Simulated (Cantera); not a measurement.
What does this Cantera script print?

```python
import numpy as np
import cantera as ct

gas_names = """
    CL CLO CL2 Fe FeCL FeCL2 FeCL3 FeO Fe2CL4 Fe2CL6 O O2 O3
""".split()
cond_names = """
    Fe(a) Fe(c) Fe(d) Fe(L) FeCL2(s) FeCL2(L) FeCL3(s) FeCL3(L) FeO(s) FeO(L) Fe2O3(s) Fe3O4(s)
""".split()


# ... load() reads the species with a 1 bar reference pressure and builds the phases ...
atoms = {
    'Fe2O3': {'Fe': 2, 'O': 3},
    'Cl2': {'CL': 2},
    'O2': {'O': 2},
}
top_T = {'Fe2O3(s)': 1830, 'Fe3O4(s)': 1870}  # K; cautious upper limits of use, not melting points


# ... equilibrate(T, P, feed) seeds the gas with the atoms and calls Mixture.equilibrate('TP', solver="vcs", rtol=1e-11, max_steps=5000) ...
results = []
feed = {'Fe2O3': 1, 'Cl2': 1.8, 'O2': 0.18}  # mol
P = 100000  # Pa
for T in [873, 923, 973, 1023, 1073, 1123, 1173, 1223, 1273, 1323, 1373, 1423, 1473, 1523]:
    mix = equilibrate(T, P, feed)
    results.append((T, P, feed, dict(zip(mix.species_names, mix.species_moles))))

top = {s: max(r[3][s] / sum(r[3][g] for g in gas_names) for r in results) for s in gas_names}
cols = sorted((s for s in top if top[s] > 1e-06), key=lambda s: -top[s])[:6]
seen = [c for c in cond_names if any(r[3].get(c, 0) > 1e-12 for r in results)]
print("log10 of partial pressures in bar; condensed amounts in mol")
print(f"{'T/K':>10s}" + "".join(f"{s[:9]:>10s}" for s in cols + seen))
for T, P, feed, n in results:
    ng = sum(n[g] for g in gas_names)
    print(f"{T:10.4g}" + "".join(f"{np.log10(max(n[s] / ng * P / 1e5, 1e-99)):10.3f}" for s in cols)
          + "".join(f"{n.get(c, 0):10.4g}" for c in seen))
```

Result:

```
log10 of partial pressures in bar; condensed amounts in mol
       T/K       CL2        O2     FeCL3     FeCL2        CL    Fe2CL6  Fe2O3(s)
       873    -0.043    -1.036    -2.853    -6.120    -4.375    -4.371    0.9985
       923    -0.045    -1.026    -2.384    -5.292    -3.974    -3.880    0.9956
       973    -0.051    -1.004    -1.983    -4.566    -3.616    -3.475     0.989
      1023    -0.062    -0.965    -1.648    -3.936    -3.295    -3.162    0.9761
      1073    -0.080    -0.908    -1.375    -3.391    -3.008    -2.939    0.9551
      1123    -0.107    -0.839    -1.157    -2.921    -2.752    -2.794    0.9254
      1173    -0.144    -0.767    -0.985    -2.512    -2.523    -2.715    0.8875
      1223    -0.191    -0.697    -0.851    -2.153    -2.319    -2.689     0.843
      1273    -0.248    -0.633    -0.750    -1.838    -2.137    -2.706    0.7934
      1323    -0.315    -0.576    -0.676    -1.561    -1.976    -2.763    0.7403
      1373    -0.393    -0.529    -0.630    -1.317    -1.835    -2.858    0.6848
      1423    -0.482    -0.489    -0.609    -1.104    -1.711    -2.989    0.6274
      1473    -0.583    -0.456    -0.615    -0.922    -1.605    -3.161    0.5682
      1523    -0.697    -0.430    -0.647    -0.769    -1.516    -3.374    0.5075
```

These are equilibrium values from Cantera (NASA tables, ideal gas, pure condensed phases), not measurements of a reactor. Condensed phases not in the tables: FeOCl.
